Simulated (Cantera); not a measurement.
What does this Cantera script print?

```python
import numpy as np
import cantera as ct

gas_names = """
    Br Br2 H HBr H2 N NH NH2 NH3 N2 N2H2 N2H4
""".split()
cond_names = """
    Br2(cr) Br2(L)
""".split()


# ... load() reads the species with a 1 bar reference pressure and builds the phases ...
atoms = {
    'HBr': {'H': 1, 'Br': 1},
    'H2': {'H': 2},
    'N2': {'N': 2},
}
top_T = {}  # K; cautious upper limits of use, not melting points


# ... equilibrate(T, P, feed) seeds the gas with the atoms and calls Mixture.equilibrate('TP', solver="vcs", rtol=1e-11, max_steps=5000) ...
results = []
feed = {'HBr': 1, 'H2': 7.3, 'N2': 48}  # mol
P = 790  # Pa
for T in [1173, 1373, 1573, 1773, 1973, 2173, 2373, 2573]:
    mix = equilibrate(T, P, feed)
    results.append((T, P, feed, dict(zip(mix.species_names, mix.species_moles))))
    x = sorted(zip(gas.X, gas.species_names), reverse=True)
    print(f"T = {T:g} K  P = {P:g} Pa  gas = {mix.phase_moles(0):.4g} mol")
    print("   x: " + "  ".join(f"{s} {v:.3e}" for v, s in x if v > 0.0001))
    print("   condensed (mol): " + ("  ".join(f"{mix.phase(i).name} {mix.phase_moles(i):.4g}"
          for i in range(1, mix.n_phases) if mix.phase_moles(i) > 1e-12) or "none"))
```

Result:

```
T = 1173 K  P = 790 Pa  gas = 56.3 mol
   x: N2 8.526e-01  H2 1.297e-01  HBr 1.773e-02
   condensed (mol): none
T = 1373 K  P = 790 Pa  gas = 56.31 mol
   x: N2 8.524e-01  H2 1.298e-01  HBr 1.745e-02  Br 3.082e-04
   condensed (mol): none
T = 1573 K  P = 790 Pa  gas = 56.35 mol
   x: N2 8.518e-01  H2 1.303e-01  HBr 1.616e-02  Br 1.582e-03  H 1.651e-04
   condensed (mol): none
T = 1773 K  P = 790 Pa  gas = 56.47 mol
   x: N2 8.500e-01  H2 1.311e-01  HBr 1.292e-02  Br 4.785e-03  H 1.159e-03
   condensed (mol): none
T = 1973 K  P = 790 Pa  gas = 56.72 mol
   x: N2 8.463e-01  H2 1.305e-01  Br 9.155e-03  HBr 8.477e-03  H 5.485e-03
   condensed (mol): none
T = 2173 K  P = 790 Pa  gas = 57.21 mol
   x: N2 8.390e-01  H2 1.244e-01  H 1.915e-02  Br 1.270e-02  HBr 4.780e-03
   condensed (mol): none
T = 2373 K  P = 790 Pa  gas = 58.22 mol
   x: N2 8.244e-01  H2 1.070e-01  H 5.141e-02  Br 1.470e-02  HBr 2.470e-03
   condensed (mol): none
T = 2573 K  P = 790 Pa  gas = 59.96 mol
   x: N2 8.005e-01  H 1.067e-01  H2 7.616e-02  Br 1.550e-02  HBr 1.181e-03
   condensed (mol): none
```

Cantera equilibrium calculation (NASA polynomials, part measured and part estimated; ideal gas, pure solids and liquids).
